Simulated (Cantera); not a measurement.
What does this Cantera script print?

```python
import numpy as np
import cantera as ct

gas_names = [...]  # 110 gases of nasa_gas.yaml made of C, H, O
cond_names = """
    C(gr) C6H6(L) C7H8(L) C8H18(L),n-octa H2O(s) H2O(L)
""".split()


# ... load() reads the species with a 1 bar reference pressure and builds the phases ...
atoms = {
    'CO': {'C': 1, 'O': 1},
    'H2': {'H': 2},
}
top_T = {'C(gr)': 4500}  # K; cautious upper limits of use, not melting points


# ... equilibrate(T, P, feed) seeds the gas with the atoms and calls Mixture.equilibrate('TP', solver="vcs", rtol=1e-11, max_steps=5000) ...
results = []
feed = {'CO': 1, 'H2': 17}  # mol
T = 1675  # K
for P in [10, 72, 520, 3700, 27000, 190000, 1400000, 10000000]:
    mix = equilibrate(T, P, feed)
    results.append((T, P, feed, dict(zip(mix.species_names, mix.species_moles))))

top = {s: max(r[3][s] / sum(r[3][g] for g in gas_names) for r in results) for s in gas_names}
cols = sorted((s for s in top if top[s] > 0.0001), key=lambda s: -top[s])[:7]
seen = [c for c in cond_names if any(r[3].get(c, 0) > 1e-12 for r in results)]
print("log10 of partial pressures in bar; condensed amounts in mol")
print(f"{'P/Pa':>10s}" + "".join(f"{s[:9]:>10s}" for s in cols + seen))
for T, P, feed, n in results:
    ng = sum(n[g] for g in gas_names)
    print(f"{P:10.4g}" + "".join(f"{np.log10(max(n[s] / ng * P / 1e5, 1e-99)):10.3f}" for s in cols)
          + "".join(f"{n.get(c, 0):10.4g}" for c in seen))
```

It prints:

```
log10 of partial pressures in bar; condensed amounts in mol
      P/Pa        H2        CO       CH4       H2O         H       CO2
        10    -4.030    -5.258   -12.508   -11.013    -5.950   -12.762
        72    -3.169    -4.399   -10.514    -9.567    -5.520   -11.317
       520    -2.310    -3.540    -8.552    -8.091    -5.090    -9.841
      3700    -1.457    -2.687    -6.685    -6.547    -4.664    -8.297
   2.7e+04    -0.594    -1.824    -4.900    -4.879    -4.232    -6.631
   1.9e+05     0.254    -0.979    -3.195    -3.197    -3.808    -4.950
   1.4e+06     1.120    -0.127    -1.467    -1.473    -3.375    -3.241
     1e+07     1.967     0.623     0.178     0.173    -2.951    -1.693
```

Cantera equilibrium calculation (NASA polynomials, part measured and part estimated; ideal gas, pure solids and liquids). The ideal-gas law is rough above about 30 bar.
